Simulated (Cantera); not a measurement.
Feed: 1 mol Fe₂O₃, 0.3 mol CH₄, 6 mol N₂, held at 2375 K and 225 Torr.

Method: chemical equilibrium by Gibbs-energy minimisation in Cantera with the NASA 1993 tables (ideal gas, pure condensed phases). Candidate condensed phases: C, C₆H₆, C₇H₈, C₈H₁₈, Fe, Fe(CO)₅, FeO, Fe(OH)₂, Fe(OH)₃, Fe₂O₃, Fe₃O₄, H₂O; 140 gas species. The tables' stoichiometric FeO is somewhat more stable than real wüstite, so its field is too wide. FeO: taken at fixed stoichiometry. Equilibrium is a limit: real reactors are often held back by kinetics, nucleation or transport.

Base state: N₂ 0.860, H₂O 0.0722, CO₂ 0.0229, CO 0.0201, H₂ 0.0109, OH 0.00318, Fe 0.00298, H 0.00268 (mole fractions); condensed: FeO(l).

Problem. What changes in the equilibrium state with this change: CH₄ from 0.3 to 2.7 mol?

Solution. 
```
species       before    after
-----------  -------  -------
N₂             0.860    0.405
H₂            0.0109    0.339
CO            0.0201    0.181
CO₂           0.0229  0.00167
Fe           0.00298   0.0406
H            0.00268   0.0150
H₂O           0.0722   0.0183
O₂           0.00145  9.64e-8
NO           0.00159  8.86e-6
FeO(l), mol     1.97        0
Fe(l), mol         0     1.40
```

Problem. What changes in the equilibrium state with this change: pressure from 225 Torr to 9.75 Torr?

Solution. 
```json
[
 {"species": "N₂", "before": "0.860", "after": "0.737"},
 {"species": "Fe", "before": "0.00298", "after": "0.0741"},
 {"species": "H₂O", "before": "0.0722", "after": "0.0532"},
 {"species": "O₂", "before": "0.00145", "after": "0.0288"},
 {"species": "FeO", "before": "0.000838", "after": "0.0193"},
 {"species": "O", "before": "0.000528", "after": "0.0113"},
 {"species": "H", "before": "0.00268", "after": "0.0115"},
 {"species": "OH", "before": "0.00318", "after": "0.0126"},
 {"species": "H₂", "before": "0.0109", "after": "0.00864"},
 {"species": "CO₂", "before": "0.0229", "after": "0.0190"},
 {"species": "CO", "before": "0.0201", "after": "0.0180"},
 {"species": "NO", "before": "0.00159", "after": "0.00654"},
 {"species": "Fe(OH)₂", "before": "0.000115", "after": "8.47e-5"},
 {"species": "FeO(l), mol", "before": "1.97", "after": "1.24"}
]
```
